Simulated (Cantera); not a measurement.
Feed: 1 mol Fe(CO)₅, 1.7 mol O₂, a varied amount of H₂, at 1550 K and 1 atm.

Cantera equilibrium calculation (NASA polynomials, part measured and part estimated; ideal gas, pure solids and liquids). Candidate condensed phases: C, C₆H₆, C₇H₈, C₈H₁₈, Fe, Fe(CO)₅, FeO, Fe(OH)₂, Fe(OH)₃, Fe₂O₃, Fe₃O₄, H₂O; 114 gas species. Mutual solubility and eutectic melting of coexisting phases are not modelled. The tables' stoichiometric FeO is somewhat more stable than real wüstite, so its field is too wide. FeO: taken at fixed stoichiometry. The numbers say what is thermodynamically allowed, not how fast it happens.

Problem. At 8.2 mol H₂, list the 4 most abundant gas species with their mole fractions, and the condensed phases.

Solution. H₂ 0.432, CO 0.327, H₂O 0.189, CO₂ 0.0514. Condensed: Fe(γ) + FeO(s).
